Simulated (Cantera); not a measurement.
A closed system holds: 1 mol B₂O₃, 87 mol H₂, at 0.0100 bar.

Equilibrium computed with Cantera from the NASA thermochemical tables; the gas is ideal and each condensed phase is pure. Candidate condensed phases: B, B₂O₃, B₃O₃H₃, H₂O; 23 gas species. The numbers say what is thermodynamically allowed, not how fast it happens. All values below are at 1125 °C.

Base state: H₂ 0.996, HBO 0.00171, HBO₂ 0.00135, B₂O₃ 0.000229, H₂O 0.000217, H 4.72e-5, B₂O₂ 2.95e-5 (mole fractions); condensed: B₂O₃(l).

Problem. What changes in the equilibrium state with this change: pressure from 0.0100 bar to 0.00120 bar?

Solution. 
| species | before | after |
|---|---|---|
| H₂ | 0.996 | 0.989 |
| HBO | 0.00171 | 0.00443 |
| HBO₂ | 0.00135 | 0.00431 |
| B₂O₃ | 0.000229 | 0.00191 |
| BO | 2.48e-6 | 1.86e-5 |
| B₂O₂ | 2.95e-5 | 0.000199 |
| B₂O₃(l), mol | 0.844 | 0.432 |
